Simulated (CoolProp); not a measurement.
Carbonyl sulfide along the isotherm -53.55 °C: Z from the reference equation and from simpler models built on Tc = 105.6 °C, pc = 6369 kPa, ω = 0.098; each cubic takes its own stable root.

The numbers come from the reference Helmholtz-energy equation of state, Lemmon 2006 in CoolProp. It is a short technical equation, of lower accuracy than the large ones.

```json
[
 {"p (kPa)": "398", "phase": "liquid", "reference": "0.01108"},
 {"p (kPa)": "796", "phase": "liquid", "reference": "0.02215"},
 {"p (kPa)": "1190", "phase": "liquid", "reference": "0.03309"},
 {"p (kPa)": "1590", "phase": "liquid", "reference": "0.04419"},
 {"p (kPa)": "1990", "phase": "liquid", "reference": "0.05528"},
 {"p (kPa)": "2390", "phase": "liquid", "reference": "0.06636"},
 {"p (kPa)": "2790", "phase": "liquid", "reference": "0.07743"},
 {"p (kPa)": "3180", "phase": "liquid", "reference": "0.08821"}
]
```

Q: How far does each simpler model (Redlich-Kwong, Soave-Redlich-Kwong) lie from the reference over these 8 states: mean and median of the absolute difference, and the worst?

A: 
- Redlich-Kwong: mean 5.4 %, median 5.4 %, worst +5.5 % at -53.55 °C and 398 kPa
- Soave-Redlich-Kwong: mean 5.2 %, median 5.2 %, worst +5.2 % at -53.55 °C and 398 kPa
